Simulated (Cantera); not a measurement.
A perfectly stirred reactor is fed with CO : H₂ : O₂ : N₂ = 1 : 0.16 : 1.23 : 4.64 (molar parts), equivalence ratio 0.47, at 3.06 atm; it is adiabatic with a 700 K inlet, and is followed from long to short residence time, starting on the burning branch (τ in s: 0.021, 0.013, 0.0086, 0.0055, 0.0035, 0.0022, 0.0014, 0.00091, 0.00058, 0.00037, 0.00024, 0.00015, 9.6e-05).

Detailed kinetics in Cantera: GRI-Mech 3.0 (53 species, 325 reactions). The hydrogen kinetics of GRI-Mech 3.0 are dated; newer H2 mechanisms differ, most at raised pressure.

One state of this run: T (K) = 1908; x CO = 0.0110; x H₂ = 0.000289; x O₂ = 0.104; x O = 0.00263; x NO = 7.98e-5. x: mole fraction; the columns are a selection and need not sum to one.

### Question
Which value of τ (s) does it belong to?
A) 0.00091
B) 0.0014
C) 0.00058
D) 0.013

### Answer
B, 0.0014
